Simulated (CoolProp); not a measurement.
Properties of R236EA along the isobar 6 MPa.

Computed with CoolProp (reference Helmholtz-energy equation of state, Rui 2013).

```
T (°C)   phase       Z  Joule-Thomson coefficient (K/MPa)  isothermal compressibility (1/MPa)  expansivity (1/kK)  conductivity (mW/(m K))
------  ------  ------  ---------------------------------  ----------------------------------  ------------------  -----------------------
20.25   liquid  0.2557                            -0.2323                            0.002276               1.981                     84.7
28.75   liquid  0.2529                            -0.2110                            0.002562               2.063                     81.8
37.25   liquid  0.2504                            -0.1866                            0.002899               2.157                     78.9
45.65   liquid  0.2483                            -0.1587                            0.003294               2.262                     76.2
54.15   liquid  0.2467                            -0.1258                            0.003776               2.385                     73.5
62.65   liquid  0.2455                           -0.08743                            0.004362               2.528                     70.9
71.05   liquid  0.2449                           -0.04261                            0.005076               2.693                     68.4
79.55   liquid  0.2447                            0.01161                            0.005982               2.891                     66.0
88.05   liquid  0.2451                            0.07758                            0.007139               3.131                     63.5
96.55   liquid  0.2462                             0.1595                            0.008651               3.428                     61.2
104.95  liquid  0.2482                             0.2622                             0.01066               3.800                     58.9
113.45  liquid  0.2512                             0.3978                             0.01349               4.292                     56.5
121.95  liquid  0.2556                             0.5806                             0.01764               4.955                     54.2
130.35  liquid  0.2619                             0.8321                             0.02394               5.872                     52.0
138.85  liquid  0.2710                              1.202                             0.03447               7.224                     49.7
```

Thermal conductivity comes from a separate model (Huber 2003), an estimate that may be off by 10 % or more.
